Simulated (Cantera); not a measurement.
Feed: 1 mol C2H4, 0.34 mol CO2, 54 mol H2, 0.53 mol NH3, held at 36.0 bar.

These are equilibrium values from Cantera (NASA tables, ideal gas, pure condensed phases), not measurements of a reactor. Candidate condensed phases: C, C6H6, C7H8, C8H18, H2O; 136 gas species. The ideal-gas law is rough above about 30 bar. Kinetics and transport are ignored.

Which condensed phases are stable at each of these points (T (K)): 500, 700, 900, 1100, 1300, 1500, 1700, 1900, 2100, 2300, 2500, 2700, 2900?


```
T (K)  condensed phases  C condensed (%)
-----  ----------------  ---------------
500            gas only              0.0
700            gas only              0.0
900            gas only              0.0
1100           gas only              0.0
1300           gas only              0.0
1500           gas only              0.0
1700           gas only              0.0
1900        C(graphite)             21.3
2100        C(graphite)             32.2
2300        C(graphite)             24.6
2500           gas only              0.0
2700           gas only              0.0
2900           gas only              0.0
```

From 500 K to 1700 K nothing is condensed. From 1900 K to 2300 K the condensed part is C(graphite). From 2500 K to 2900 K nothing is condensed.
